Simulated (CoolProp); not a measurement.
Vapour-liquid equilibrium of R134a (1) + R1234ze(E) (2) at 285.8 K; x and y are mole fractions of (1).

Computed with CoolProp (multi-fluid Helmholtz-energy mixture model, Tillner-Roth 1994 and Thol 2016; pair parameters Bell 2022).

Give the bubble pressure and the first vapour's composition at x = 0.05, 0.5, 0.65. Is there an azeotrope?

x = 0.05: 0.3469 MPa, y = 0.073; x = 0.5: 0.4105 MPa, y = 0.562; x = 0.65: 0.4253 MPa, y = 0.695. No azeotrope shows between x = 0.05 and 0.95.

Pair parameters are fitted to limited data, so mixtures are less certain than the pure fluids.
